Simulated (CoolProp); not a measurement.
Computed with CoolProp (reference Helmholtz-energy equation of state, Thol 2019).

Problem. For n-hexane, give the phase and the isothermal compressibility (1/MPa), expansivity (1/kK), viscosity (µPa s), fugacity coefficient at 512.2 K and 0.572 MPa; 579.2 K and 0.572 MPa.

Solution. 
- 512.2 K and 0.572 MPa: gas; isothermal compressibility 1.88, expansivity 2.47, viscosity 11.0, fugacity coefficient 0.937
- 579.2 K and 0.572 MPa: gas; isothermal compressibility 1.83, expansivity 2.01, viscosity 12.3, fugacity coefficient 0.959

Viscosity comes from a separate model (Michailidou 2013).
